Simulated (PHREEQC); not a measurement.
Solution (25 °C): 0.041 mol KOH, 0.023 mol K2CO3 and 0.0014 mol K2HPO4 per kg of water. Closed to the air; pH follows from the charge balance.

All values are PHREEQC results (ion-association model, phreeqc.dat), not measurements.

- pH: 12.47
- ionic strength: 0.117 mol/kgw
- specific conductance: 14300 µS/cm
- density: 1.002 g/cm³
- total alkalinity: 88.4 meq/kg

| species | molality | activity | log γ |
|---|---|---|---|
| K+ | 0.0898 | 0.0676 | -0.123 |
| OH- | 0.0399 | 0.0299 | -0.125 |
| CO3-2 | 0.0229 | 0.00844 | -0.434 |
| PO4-3 | 0.00118 | 9.80e-5 | -1.082 |
| HPO4-2 | 0.000205 | 7.34e-5 | -0.446 |
| HCO3- | 7.80e-5 | 6.08e-5 | -0.108 |

No solid was allowed to form.
